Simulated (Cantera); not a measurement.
Premixed flame

A freely propagating, adiabatic, planar premixed flame of H₂ : O₂ : N₂ = 1 : 0.278 : 1.04 (molar parts), equivalence ratio 1.8, unburnt at 625 K and 0.132 atm; mixture-averaged transport, grid criteria slope 0.08 and curve 0.16, no radiation.

Model: the H2/O2 subset of GRI-Mech 3.0, which has no nitrogen chemistry, integrated in Cantera. Burning velocities carry a grid error of a few per cent, more on coarse grids.

| z (mm) | T (K) | u (m/s) | x H₂ | x O₂ | x H₂O | x H | x OH | x H₂O₂ |
|---|---|---|---|---|---|---|---|---|
| -18.8 | 625 | 7.51 | 0.431 | 0.120 | <1e-8 | <1e-8 | <1e-8 | <1e-8 |
| -12.5 | 625 | 7.51 | 0.431 | 0.120 | <1e-8 | <1e-8 | <1e-8 | <1e-8 |
| -9.40 | 625 | 7.51 | 0.431 | 0.120 | <1e-8 | <1e-8 | <1e-8 | <1e-8 |
| -6.26 | 625 | 7.52 | 0.431 | 0.120 | 5.15e-8 | 6.05e-7 | <1e-8 | <1e-8 |
| -3.13 | 634 | 7.61 | 0.430 | 0.120 | 0.000602 | 0.000628 | 2.36e-5 | 2.64e-7 |
| -1.57 | 748 | 8.90 | 0.406 | 0.116 | 0.0113 | 0.0130 | 0.000236 | 2.63e-7 |
| 0 | 1114 | 12.9 | 0.253 | 0.0643 | 0.117 | 0.0942 | 0.00245 | 3.13e-7 |
| 1.57 | 1361 | 15.6 | 0.148 | 0.00816 | 0.226 | 0.139 | 0.00446 | 2.56e-7 |
| 3.13 | 1454 | 16.6 | 0.145 | 0.00366 | 0.236 | 0.133 | 0.00532 | 2.31e-7 |
| 6.26 | 1567 | 17.7 | 0.154 | 0.00299 | 0.239 | 0.118 | 0.00648 | 1.91e-7 |
| 12.5 | 1698 | 19.0 | 0.164 | 0.00246 | 0.242 | 0.100 | 0.00757 | 1.25e-7 |
| 25.1 | 1838 | 20.4 | 0.174 | 0.00183 | 0.246 | 0.0811 | 0.00822 | 6.94e-8 |
| 50.1 | 1976 | 21.7 | 0.183 | 0.00121 | 0.251 | 0.0626 | 0.00816 | 3.62e-8 |
x: mole fraction of selected species; z is measured from the peak of heat release.

```json
{
  "laminar_burning_velocity": "752 cm/s",
  "thermal_thickness": "6.26 mm",
  "peak x(H)": "0.139",
  "peak x(OH)": "0.00830",
  "peak x(H₂O₂)": "3.56e-7",
  "grid_points": "130"
}
```
